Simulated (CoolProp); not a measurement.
A single-stage vapour-compression cycle with R115: evaporating at 228.15 K (dew point), condensing at 263.15 K (bubble point), superheat 10 K, subcooling 2 K, compressor efficiency 0.75, no pressure losses. Each further row changes one setting.

Computed with CoolProp (reference Helmholtz-energy equation of state, Lemmon 2016).

```json
[
 {"case": "as stated", "cooling COP": "4.21", "pressure ratio": "4.09", "discharge temperature (K)": "278.9", "refrigerating effect (kJ/kg)": "102", "volumetric capacity (kJ/m³)": "639"},
 {"case": "evaporating temperature 233.15 K", "cooling COP": "5.15", "pressure ratio": "3.25", "discharge temperature (K)": "277.6", "refrigerating effect (kJ/kg)": "105", "volumetric capacity (kJ/m³)": "816"},
 {"case": "condensing temperature 258.15 K", "cooling COP": "[?]", "pressure ratio": "[?]", "discharge temperature (K)": "[?]", "refrigerating effect (kJ/kg)": "107", "volumetric capacity (kJ/m³)": "670"},
 {"case": "subcooling 7 K", "cooling COP": "[?]", "pressure ratio": "4.09", "discharge temperature (K)": "278.9", "refrigerating effect (kJ/kg)": "107", "volumetric capacity (kJ/m³)": "670"},
 {"case": "superheat 20 K", "cooling COP": "4.28", "pressure ratio": "4.09", "discharge temperature (K)": "289.4", "refrigerating effect (kJ/kg)": "109", "volumetric capacity (kJ/m³)": "[?]"},
 {"case": "compressor efficiency 0.65", "cooling COP": "3.65", "pressure ratio": "4.09", "discharge temperature (K)": "284.1", "refrigerating effect (kJ/kg)": "102", "volumetric capacity (kJ/m³)": "639"}
]
```

Question: Some entries are withheld; supply them.

Answer: 
- condensing temperature 258.15 K, cooling COP: 5.06
- condensing temperature 258.15 K, pressure ratio: 3.43
- condensing temperature 258.15 K, discharge temperature (K): 273.7
- subcooling 7 K, cooling COP: 4.42
- superheat 20 K, volumetric capacity (kJ/m³): 650
